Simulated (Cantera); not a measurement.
An isothermal, constant-pressure homogeneous reactor starts with CO : O₂ : H₂O : N₂ : H₂ = 0.0049 : 0.023 : 0.035 : 1 : 0.053 (molar parts), equivalence ratio 1.3, at 1100 K and 1000000 Pa.

Cantera simulation using GRI-Mech 3.0 (53 species, 325 reactions); the numbers are that mechanism's predictions, not measurements. The hydrogen kinetics of GRI-Mech 3.0 are dated; newer H2 mechanisms differ, most at raised pressure. The temperature is held fixed by assumption; the heat of reaction is taken as removed at once.

x: mole fraction; the columns are a selection and need not sum to one.

```csv
t (s),x CO,x O₂,x H₂O,x CO₂,x H
1.00e-5,0.00439,0.0206,0.0314,9.99e-11,1.01e-10
2.39e-5,0.00439,0.0206,0.0314,2.98e-10,1.10e-10
5.72e-5,0.00439,0.0206,0.0314,1.06e-9,1.35e-10
0.000137,0.00439,0.0206,0.0314,4.66e-9,2.11e-10
0.000327,0.00439,0.0206,0.0314,[?],5.15e-10
0.000782,0.00439,0.0206,0.0314,2.58e-7,2.81e-9
0.00187,0.00438,0.0206,0.0314,8.60e-6,1.07e-7
0.00447,0.00417,0.0178,0.0366,0.000233,1.51e-6
0.0107,0.00365,0.0114,0.0496,0.000778,1.07e-6
0.0256,0.00301,0.00534,0.0615,0.00145,6.42e-7
0.0612,0.00245,0.00170,0.0685,0.00202,3.66e-7
0.146,0.00211,0.000293,0.0711,0.00237,2.28e-7
0.350,0.00197,1.15e-5,0.0716,0.00252,1.83e-7
0.836,0.00187,[?],0.0715,0.00261,[?]
2.00,0.00182,2.48e-9,0.0714,0.00267,1.91e-8
```

Problem. Some entries are withheld; supply them.

Solution. 
- 0.000327, x CO₂: 2.68e-8
- 0.836, x O₂: 7.20e-8
- 0.836, x H: 7.05e-8
